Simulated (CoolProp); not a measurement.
Vapour-liquid equilibrium of sulfur dioxide (1) + toluene (2) at 51.95 °C; x and y are mole fractions of (1).

Model: multi-fluid Helmholtz-energy mixture model, Gao 2016 and Lemmon 2006; pair parameters Bell 2016, in CoolProp.

Problem. Give the bubble pressure and the first vapour's composition at x = 0.25, 0.35, 0.75. Is there an azeotrope?

Solution. x = 0.25: 203.9 kPa, y = 0.948; x = 0.35: 296.4 kPa, y = 0.968; x = 0.75: 658.6 kPa, y = 0.993. No azeotrope shows between x = 0.05 and 0.95.

The pair parameters rest on a limited set of measurements; away from them the model extrapolates.
